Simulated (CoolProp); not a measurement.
Computed with CoolProp (reference Helmholtz-energy equation of state, Lemmon 2005). It is a short technical equation, of lower accuracy than the large ones.

**Question.** For 1-butene, give the phase and the cp (kJ/(kg K)) at 525 K and 0.0633 bar; 525 K and 3.87 bar.

**Answer.** 
- 525 K and 0.0633 bar: gas; cp 2.39
- 525 K and 3.87 bar: gas; cp 2.40
